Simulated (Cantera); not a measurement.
**Reactions in the system Ba-Br-O**

Cantera with NASA thermochemical tables; ideal gases at 1 bar, condensed phases pure. Values are per mole of reaction as written; species without (g) are pure solids or liquids, kept so even where they would boil at 1 bar.

3 Br₂(g) + 3 BaO ⇌ 3 BaBr₂ + O₃(g)

```
T (K)  ΔH° (kJ)  ΔS° (J/K)  ΔG° (kJ)  log10 K  condensed phases
-----  --------  ---------  --------  -------  ----------------
448      -576.6     -259.5    -460.4    53.68  BaO(s), BaBr₂(s)
648      -571.2     -249.5    -409.5    33.01  BaO(s), BaBr₂(s)
848      -564.0     -239.8    -360.6    22.21  BaO(s), BaBr₂(s)
1048     -554.9     -230.3    -313.6    15.63  BaO(s), BaBr₂(s)
1248     -445.2     -133.5    -278.6    11.66  BaO(s), BaBr₂(l)
1448     -429.6     -121.9    -253.1     9.13  BaO(s), BaBr₂(l)
1648     -414.4     -112.0    -229.8     7.28  BaO(s), BaBr₂(l)
1848     -399.6     -103.6    -208.2     5.89  BaO(s), BaBr₂(l)
2048     -385.0      -96.1    -188.3     4.80  BaO(s), BaBr₂(l)
```
